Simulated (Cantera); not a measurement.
## Silicon carbide growth: Si(CH3)4 + H2

Feed: 1 mol Si(CH3)4, 130 mol H2, at 0.500 bar.

These are equilibrium values from Cantera (NASA tables, ideal gas, pure condensed phases), not measurements of a reactor. Candidate condensed phases: C, C6H6, C7H8, C8H18, Si, SiC; 87 gas species. Gases not in the tables: Si2H6 and higher silanes. Kinetics and transport are ignored.

| T (K) | x H2 | x H | x C2H2 (acetylene) | x Si | x CH4 | x SiH | x SiC2 | n C(graphite) | n SiC(s) |
|---|---|---|---|---|---|---|---|---|---|
| 1598 | 0.999 | 7.52e-5 | 2.69e-5 | 1.95e-9 | 0.000822 | 3.03e-9 | 7.48e-12 | 2.88 | 1.000 |
| 1673 | 0.999 | 0.000161 | 5.69e-5 | 1.12e-8 | 0.000606 | 1.33e-8 | 7.31e-11 | 2.90 | 1.000 |
| 1748 | 0.999 | 0.000323 | 0.000113 | 5.49e-8 | 0.000459 | 5.16e-8 | 5.85e-10 | 2.91 | 1.000 |
| 1823 | 0.999 | 0.000612 | 0.000211 | 2.36e-7 | 0.000356 | 1.78e-7 | 3.93e-9 | 2.89 | 1.000 |
| 1898 | 0.998 | 0.00110 | 0.000376 | 9.05e-7 | 0.000282 | 5.58e-7 | 2.27e-8 | 2.86 | 1.000 |
| 1973 | 0.997 | 0.00191 | 0.000639 | 3.13e-6 | 0.000227 | 1.60e-6 | 1.14e-7 | 2.79 | 0.999 |
| 2048 | 0.996 | 0.00316 | 0.00104 | 9.85e-6 | 0.000186 | 4.23e-6 | 5.07e-7 | 2.69 | 0.997 |
| 2123 | 0.993 | 0.00506 | 0.00164 | 2.86e-5 | 0.000154 | 1.04e-5 | 2.03e-6 | 2.53 | 0.992 |
| 2198 | 0.989 | 0.00783 | 0.00251 | 7.71e-5 | 0.000129 | 2.41e-5 | 7.36e-6 | 2.31 | 0.980 |
| 2273 | 0.984 | 0.0118 | 0.00371 | 0.000195 | 0.000109 | 5.27e-5 | 2.45e-5 | 2.00 | 0.951 |
| 2348 | 0.976 | 0.0173 | 0.00534 | 0.000463 | 9.31e-5 | 0.000109 | 7.51e-5 | 1.60 | 0.886 |
| 2423 | 0.966 | 0.0246 | 0.00747 | 0.00104 | 7.96e-5 | 0.000216 | 0.000215 | 1.09 | 0.742 |
x: gas mole fraction; n: condensed amount in mol.

From 1598 K to 2423 K the condensed part is C(graphite) + SiC(s). The main Si-bearing gas is SiH2 at 1598 K and Si at 2423 K.
